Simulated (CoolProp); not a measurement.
A single-stage vapour-compression cycle with propylene: evaporating at 281.15 K (dew point), condensing at 308.15 K (bubble point), superheat 2 K, subcooling 2 K, compressor efficiency 0.9, no pressure losses. Each further row changes one setting.

Values from CoolProp's reference Helmholtz-energy equation of state, Lemmon 2013.

```
case                              cooling COP  pressure ratio  discharge temperature (K)  refrigerating effect (kJ/kg)  volumetric capacity (kJ/m³)
--------------------------------  -----------  --------------  -------------------------  ----------------------------  ---------------------------
as stated                                8.06            2.00                      317.9                           303                         4630
evaporating temperature 286.15 K         10.3            1.74                      316.4                           307                         5390
condensing temperature 303.15 K          10.2            1.77                      311.7                           317                         4840
subcooling 7 K                           8.42            2.00                      317.9                           317                         4840
superheat 12 K                           8.05            2.00                      327.6                           320                         4640
compressor efficiency 0.8                7.16            2.00                      320.2                           303                         4630
```
